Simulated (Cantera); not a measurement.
A freely propagating, adiabatic, planar premixed flame of 21.5 % H2, 12.1 % O2, 66.5 % N2, unburnt at 300 K and 82.5 Torr; mixture-averaged transport, grid criteria slope 0.08 and curve 0.16, no radiation.

Cantera simulation using the H2/O2 subset of GRI-Mech 3.0, which has no nitrogen chemistry; the numbers are that mechanism's predictions, not measurements. Burning velocities carry a grid error of a few per cent, more on coarse grids.

x: mole fraction of selected species; z is measured from the peak of heat release.

```csv
z (mm),T (K),u (m/s),x H2,x O2,x HO2,x H2O2,x OH,x H
-20.5,300,1.10,0.214,0.121,<1e-8,<1e-8,<1e-8,<1e-8
-13.7,300,1.10,0.214,0.121,<1e-8,<1e-8,<1e-8,<1e-8
-10.3,300,1.10,0.214,0.121,<1e-8,<1e-8,<1e-8,<1e-8
-6.84,300,1.10,0.214,0.121,1.29e-8,<1e-8,<1e-8,<1e-8
-3.42,306,1.12,0.210,0.121,1.56e-5,2.80e-6,1.32e-6,4.83e-7
-1.71,(withheld),1.78,0.180,0.118,5.96e-5,3.18e-5,0.000505,0.00183
0,(withheld),3.07,0.110,0.0940,1.63e-5,5.47e-7,0.000712,0.0188
1.71,(withheld),3.97,0.0421,0.0506,6.84e-6,5.73e-7,0.00270,0.0366
3.42,(withheld),4.40,0.0236,0.0346,4.07e-6,6.26e-7,0.00416,0.0365
6.84,(withheld),4.80,0.0208,0.0297,2.90e-6,4.98e-7,0.00551,0.0282
13.7,1542,5.19,0.0192,0.0265,2.16e-6,2.89e-7,0.00650,0.0192
27.4,1658,5.54,0.0161,0.0235,1.59e-6,1.51e-7,0.00687,0.0115
54.7,1754,5.82,0.0120,0.0208,1.14e-6,8.25e-8,0.00648,0.00608
```

Problem. What belongs in the gaps?

Solution. 
- -1.71, T (K): 500
- 0, T (K): 886
- 1.71, T (K): 1156
- 3.42, T (K): 1288
- 6.84, T (K): 1416
